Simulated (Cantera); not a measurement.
Feed: 1 mol HI, 1.1 mol O₂, 5.7 mol H₂, held at 29.0 bar.

These are equilibrium values from Cantera (NASA tables, ideal gas, pure condensed phases), not measurements of a reactor. Candidate condensed phases: H₂O, I₂; 12 gas species. Equilibrium is a limit: real reactors are often held back by kinetics, nucleation or transport. All values below are at 2248 K.

Base state: H₂ 0.537, H₂O 0.318, HI 0.0817, I 0.0608, I₂ 0.00110, H 0.001000, OH 8.87e-5 (mole fractions); condensed: gas only.

Question: What changes in the equilibrium state with this change: O₂ from 1.1 to 1.8 mol?

Answer: 
```tsv
species	before	after
H₂O	0.318	0.518
H₂	0.537	0.338
HI	0.0817	0.0729
I	0.0608	0.0684
OH	8.87e-5	0.000182
I₂	0.00110	0.00139
```
